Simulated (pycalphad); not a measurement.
All values are pycalphad results on the COST 507 light-alloy database (1999) (1 atm), not direct measurements. The data set is of 1999 and partly superseded. Phase fractions are per mole of atoms.

Give the equilibrium state of Al-0.86Fe-8.21Si (at.%) at 890 K.

liquid, fraction 0.985, with 0.65 Fe, 8.1 Si at.%; ALFESI_BETA, fraction 0.015, with 15.0 Fe, 15.0 Si at.%.

Give the equilibrium state of Al-0.86Fe-8.21Si (at.%) at 730 K.


```
T = 730.00 K, P = 101325 Pa, N = 1 mol of atoms
G = -26788 J/mol, H = 10728 J/mol, S = 51.39 J/(mol K)  (SER reference)
chemical potentials (J/mol): Al -26450, Fe -140297, Si -18646
phase             fraction      x(Al)      x(Fe)      x(Si)
FCC_A1              0.8735     0.9951   3.99e-06     0.0049
DIAMOND_A4          0.0692   6.48e-08       none     1.0000
ALFESI_BETA         0.0573     0.7000     0.1500     0.1500
```

Database names, with the compositions (at.%) that they take in these runs: ALFESI_BETA: Al 70 Fe 15 Si 15. FCC_A1 is fcc; DIAMOND_A4 is diamond (Si). An entry "none" or "no" means that the model of the phase leaves that element out.
